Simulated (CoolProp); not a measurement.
n-pentane at 293.15 K and 0.707 MPa flows at 1.6 m/s in a round tube of 25 mm bore and 15 µm roughness, fully developed (64/Re and Nu = 3.66 if laminar; Colebrook and Gnielinski if turbulent). Each further row changes one setting.

Values from CoolProp's reference Helmholtz-energy equation of state, Thol 2019.

| case | Reynolds number | Darcy friction factor | pressure drop (Pa/m) | heat-transfer coefficient (W/(m² K)) | mass flow (kg/h) |
|---|---|---|---|---|---|
| as stated | … | … | … | … | 1770 |
| velocity 3.2 m/s | 263000 | … | 2430 | … | … |
| diameter 50 mm | 263000 | 0.0172 | 276 | … | 7090 |

Q: Fill in the missing entries.

A: 
- as stated, Reynolds number: 131000
- as stated, Darcy friction factor: 0.0201
- as stated, pressure drop (Pa/m): 645
- as stated, heat-transfer coefficient (W/(m² K)): 2980
- velocity 3.2 m/s, Darcy friction factor: 0.0189
- velocity 3.2 m/s, heat-transfer coefficient (W/(m² K)): 5720
- velocity 3.2 m/s, mass flow (kg/h): 3550
- diameter 50 mm, heat-transfer coefficient (W/(m² K)): 2660

Viscosity comes from a separate model (Quiñones-Cisneros 2006), older than the equation that it now runs on, and unchecked against measurements. Thermal conductivity comes from a separate model (Vassiliou 2015).
